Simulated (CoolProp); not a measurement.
The fluid at 293.15 K and 0.00474 MPa flows at 9.2 m/s in a round tube of 4.6 mm bore and 0.25 µm roughness, fully developed (64/Re and Nu = 3.66 if laminar; Colebrook and Gnielinski if turbulent). The same conditions are run with several fluids, on thermodynamics alone (safety and materials aside).

Model: reference Helmholtz-energy equation of state of each fluid (methanol: de Reuck 1993; n-butane: Bücker 2006; benzene: Thol 2012; R227EA: Lemmon 2016), in CoolProp.

| fluid | Reynolds number | Darcy friction factor | pressure drop (Pa/m) | heat-transfer coefficient (W/(m² K)) | mass flow (kg/h) |
|---|---|---|---|---|---|
| methanol | (withheld) | (withheld) | 132 | (withheld) | 0.0344 |
| n-butane | 656 | 0.0976 | 102 | 12.8 | (withheld) |
| benzene | 866 | 0.0739 | (withheld) | 8.09 | 0.0839 |
| R227EA | 1230 | 0.0521 | 159 | 10.3 | (withheld) |

Question: Fill in the missing entries.

Answer: 
- methanol, Reynolds number: 279
- methanol, Darcy friction factor: 0.229
- methanol, heat-transfer coefficient (W/(m² K)): 11.7
- n-butane, mass flow (kg/h): 0.0623
- benzene, pressure drop (Pa/m): 104
- R227EA, mass flow (kg/h): 0.182

Transport values come from each fluid's own correlations; those of R227EA are estimates that may be off by 10 % or more.
